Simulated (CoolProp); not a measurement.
The numbers come from the reference Helmholtz-energy equation of state, Lemmon 2006 in CoolProp. It is a short technical equation, of lower accuracy than the large ones.

Q: Give the vapour pressure (kPa), liquid density (kg/m³), vapour Z, surface tension (mN/m) of saturated CH3F (R41) at 188, 225.4 K.

A: 
| T (K) | p (kPa) | liquid density (kg/m³) | vapour Z | surface tension (mN/m) |
|---|---|---|---|---|
| 188 | 68.6 | 895 | 0.966 | 16.6 |
| 225.4 | 426 | 813 | 0.896 | 10.8 |

Surface tension comes from a separate correlation (Mulero 2012).
